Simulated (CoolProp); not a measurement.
Values from CoolProp's reference Helmholtz-energy equation of state, Gao 2020.

Problem. For ammonia, give the phase and the viscosity (µPa s), fugacity coefficient at 516 K and 3.12 MPa; 223.7 K and 7.44 MPa.

Solution. 
- 516 K and 3.12 MPa: gas; viscosity 18.6, fugacity coefficient 0.959
- 223.7 K and 7.44 MPa: liquid; viscosity 336, fugacity coefficient 0.00614

Viscosity comes from a separate model (Fenghour 1995).
